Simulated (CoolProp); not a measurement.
Properties of R143a along the isobar 5.49 MPa.

Model: reference Helmholtz-energy equation of state, Lemmon and Jacobsen 2000, in CoolProp.

```tsv
T (K)	phase	cv (kJ/(kg K))	isothermal compressibility (1/MPa)
265.9	liquid	0.9280	0.003827
279.7	liquid	0.9503	0.004968
293.4	liquid	0.9730	0.006685
307.1	liquid	0.9964	0.009494
320.9	liquid	1.022	0.01469
334.6	liquid	1.051	0.02613
348.4	supercritical	1.091	0.06337
362.1	supercritical	1.169	0.3325
375.9	supercritical	1.156	0.4465
389.6	supercritical	1.128	0.3345
403.4	supercritical	1.122	0.2857
417.1	supercritical	1.126	0.2592
430.8	supercritical	1.135	0.2424
444.6	supercritical	1.148	0.2307
458.3	supercritical	1.161	0.2221
472.1	supercritical	1.177	0.2154
```
